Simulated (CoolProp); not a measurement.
Fluoroethane (R161) at 298.15 K and 0.663 MPa is compressed adiabatically to 2.3 MPa with isentropic efficiency 0.7. Each further row changes one setting.

The numbers come from the reference Helmholtz-energy equation of state, Wu 2012 in CoolProp.

```tsv
case	work (kJ/kg)	final temperature (K)	final density (kg/m³)
as stated	85.3	376.6	43.1
efficiency 1	59.7	363.0	46.5
efficiency 0.65	91.8	380.2	42.4
```
